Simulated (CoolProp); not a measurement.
A single-stage vapour-compression cycle with n-perfluorobutane: evaporating at 228.15 K (dew point), condensing at 256.15 K (bubble point), superheat 8 K, subcooling 5 K, compressor efficiency 0.9, no pressure losses. Each further row changes one setting.

Computed with CoolProp (reference Helmholtz-energy equation of state, Gao 2022).

```json
[
 {"case": "as stated", "cooling COP": "6.65", "pressure ratio": "4.46", "discharge temperature (K)": "256.1", "refrigerating effect (kJ/kg)": "92.7", "volumetric capacity (kJ/m³)": "135"},
 {"case": "evaporating temperature 233.15 K", "cooling COP": "8.55", "pressure ratio": "3.30", "discharge temperature (K)": "256.1", "refrigerating effect (kJ/kg)": "96.5", "volumetric capacity (kJ/m³)": "186"},
 {"case": "condensing temperature 251.15 K", "cooling COP": "8.38", "pressure ratio": "3.52", "discharge temperature (K)": "251.6", "refrigerating effect (kJ/kg)": "98.0", "volumetric capacity (kJ/m³)": "143"},
 {"case": "subcooling 10 K", "cooling COP": "7.04", "pressure ratio": "4.46", "discharge temperature (K)": "256.1", "refrigerating effect (kJ/kg)": "98.0", "volumetric capacity (kJ/m³)": "143"},
 {"case": "superheat 18 K", "cooling COP": "6.91", "pressure ratio": "4.46", "discharge temperature (K)": "265.0", "refrigerating effect (kJ/kg)": "100", "volumetric capacity (kJ/m³)": "140"},
 {"case": "compressor efficiency 0.8", "cooling COP": "5.92", "pressure ratio": "4.46", "discharge temperature (K)": "256.8", "refrigerating effect (kJ/kg)": "92.7", "volumetric capacity (kJ/m³)": "135"}
]
```

The compression ends wet for: as stated; evaporating temperature 233.15 K; subcooling 10 K.
